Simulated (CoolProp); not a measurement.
Toluene at several states: density (kg/m³) from the reference equation and from simpler models built on Tc = 591.7 K, pc = 4.126 MPa, ω = 0.266; each cubic takes its own stable root.

The numbers come from the reference Helmholtz-energy equation of state, Lemmon 2006 in CoolProp. It is a short technical equation, of lower accuracy than the large ones.

```csv
T (K),p (MPa),phase,reference
244.2,0.0326,liquid,912.1
590.3,0.296,gas,5.711
466.4,2.1,liquid,689.5
239.5,0.108,liquid,916.5
```

Task: How far does each simpler model (van der Waals, Redlich-Kwong) lie from the reference over these 4 states: mean and median of the absolute difference, and the worst?

Result: 
- van der Waals: mean 31.3 %, median 41.3 %, worst -41.9 % at 239.5 K and 0.108 MPa
- Redlich-Kwong: mean 10.7 %, median 13.4 %, worst -15.8 % at 466.4 K and 2.1 MPa
